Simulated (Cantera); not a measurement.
An adiabatic, constant-volume homogeneous reactor starts with 15.6 % CH₄, 2.03 % H₂, 17.9 % O₂, 64.4 % N₂, at 1525 K and 165 Torr.

Computed with Cantera and GRI-Mech 3.0 (53 species, 325 reactions).

x: mole fraction; the columns are a selection and need not sum to one.

| t (s) | T (K) | P (bar) | x CH₄ | x H₂ | x O₂ | x NO | x CO₂ | x H₂O₂ | x H₂O |
|---|---|---|---|---|---|---|---|---|---|
| 3.00e-6 | 1525 | 0.220 | 0.156 | 0.0203 | 0.179 | <1e-12 | <1e-12 | 5.03e-10 | 1.47e-8 |
| 7.83e-6 | 1525 | 0.220 | 0.156 | 0.0203 | 0.179 | <1e-12 | <1e-12 | ? | 8.33e-8 |
| 2.04e-5 | 1525 | 0.220 | 0.156 | 0.0203 | 0.179 | <1e-12 | 2.59e-12 | ? | 3.35e-7 |
| 5.33e-5 | 1525 | 0.220 | 0.156 | 0.0203 | 0.179 | <1e-12 | 3.83e-11 | ? | 1.48e-6 |
| 0.000139 | 1525 | 0.220 | 0.156 | 0.0203 | 0.179 | <1e-12 | 8.62e-10 | ? | 8.82e-6 |
| 0.000363 | 1525 | 0.220 | 0.156 | 0.0203 | 0.179 | <1e-12 | 3.67e-8 | ? | 7.54e-5 |
| 0.000949 | 1528 | 0.221 | 0.154 | 0.0203 | 0.179 | 2.06e-12 | 4.32e-6 | ? | 0.00118 |
| 0.00248 | 2792 | 0.467 | <1e-12 | 0.124 | 0.000757 | 0.000622 | 0.0191 | ? | 0.142 |
| 0.00646 | 2747 | 0.461 | <1e-12 | 0.123 | 0.000873 | 0.00167 | 0.0190 | 3.19e-8 | 0.139 |
| 0.0169 | 2746 | 0.461 | <1e-12 | 0.123 | 0.000866 | 0.00184 | 0.0190 | 3.17e-8 | 0.139 |
| 0.0440 | 2746 | 0.461 | <1e-12 | 0.123 | 0.000866 | 0.00184 | 0.0190 | 3.17e-8 | 0.139 |
| 0.115 | 2746 | 0.461 | <1e-12 | 0.123 | 0.000866 | 0.00184 | 0.0190 | 3.17e-8 | 0.139 |
| 0.300 | 2746 | 0.461 | <1e-12 | 0.123 | 0.000866 | 0.00184 | 0.0190 | 3.17e-8 | 0.139 |

**Question.** What belongs in the gaps?

**Answer.** 
- 7.83e-6, x H₂O₂: 3.13e-9
- 2.04e-5, x H₂O₂: 1.71e-8
- 5.33e-5, x H₂O₂: 7.23e-8
- 0.000139, x H₂O₂: 2.10e-7
- 0.000363, x H₂O₂: 3.64e-7
- 0.000949, x H₂O₂: 7.43e-7
- 0.00248, x H₂O₂: 3.47e-8
